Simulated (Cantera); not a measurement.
Cantera run:

```python
import numpy as np
import cantera as ct

gas_names = [...]  # 109 gases of nasa_gas.yaml made of C, Cl, H, Si
cond_names = """
    C(gr) C6H6(L) C7H8(L) C8H18(L),n-octa Si(cr) Si(L) SiC(b)
""".split()


# ... load() reads the species with a 1 bar reference pressure and builds the phases ...
atoms = {
    'Si(CH3)4': {'Si': 1, 'C': 4, 'H': 12},
    'HCl': {'H': 1, 'CL': 1},
    'H2': {'H': 2},
}
top_T = {'C(gr)': 4500, 'SiC(b)': 3050}  # K; cautious upper limits of use, not melting points


# ... equilibrate(T, P, feed) seeds the gas with the atoms and calls Mixture.equilibrate('TP', solver="vcs", rtol=1e-11, max_steps=5000) ...
results = []
feed = {'Si(CH3)4': 1, 'HCl': 0.022, 'H2': 3.5}  # mol
P = 133.322  # Pa
for T in [1698, 1773, 1848, 1923, 1998, 2073, 2148, 2223, 2298, 2373, 2448]:
    mix = equilibrate(T, P, feed)
    results.append((T, P, feed, dict(zip(mix.species_names, mix.species_moles))))

top = {s: max(r[3][s] / sum(r[3][g] for g in gas_names) for r in results) for s in gas_names}
cols = sorted((s for s in top if top[s] > 0.0001), key=lambda s: -top[s])[:8]
seen = [c for c in cond_names if any(r[3].get(c, 0) > 1e-12 for r in results)]
print("log10 of partial pressures in bar; condensed amounts in mol")
print(f"{'T/K':>10s}" + "".join(f"{s[:9]:>10s}" for s in cols + seen))
for T, P, feed, n in results:
    ng = sum(n[g] for g in gas_names)
    print(f"{T:10.4g}" + "".join(f"{np.log10(max(n[s] / ng * P / 1e5, 1e-99)):10.3f}" for s in cols)
          + "".join(f"{n.get(c, 0):10.4g}" for c in seen))
```

Output:

```
log10 of partial pressures in bar; condensed amounts in mol
       T/K        H2         H        Si      SiC2 C2H2,acet      Si2C       HCL       SiH     C(gr)    SiC(b)
      1698    -2.878    -5.279    -8.016   -10.127    -7.020   -10.240    -5.514    -9.262     2.999    0.9999
      1773    -2.880    -4.986    -7.344    -9.250    -6.733    -9.381    -5.516    -8.693     2.998    0.9996
      1848    -2.883    -4.717    -6.728    -8.446    -6.472    -8.594    -5.520    -8.171     2.997    0.9985
      1923    -2.888    -4.470    -6.160    -7.706    -6.233    -7.870    -5.526    -7.691     2.997    0.9945
      1998    -2.896    -4.243    -5.636    -7.023    -6.017    -7.201    -5.537    -7.250     3.003    0.9809
      2073    -2.911    -4.035    -5.149    -6.390    -5.822    -6.583    -5.555    -6.845     3.031    0.9389
      2148    -2.934    -3.847    -4.698    -5.803    -5.652    -6.009    -5.584    -6.474     3.119    0.8153
      2223    -2.976    -3.681    -4.277    -5.256    -5.513    -5.474    -5.635    -6.138     3.371      0.46
      2298    -3.033    -3.535    -4.047    -4.910    -5.402    -5.304    -5.701    -5.997     3.667         0
      2373    -3.086    -3.398    -4.062    -4.816    -5.297    -5.604    -5.761    -6.095     3.595         0
      2448    -3.156    -3.279    -4.093    -4.746    -5.219    -5.920    -5.840    -6.214     3.502         0
```

Equilibrium computed with Cantera from the NASA thermochemical tables; the gas is ideal and each condensed phase is pure. The tables' values for SiCl are old estimates; treat these amounts as uncertain. Gases not in the tables: Si2H6 and higher silanes.
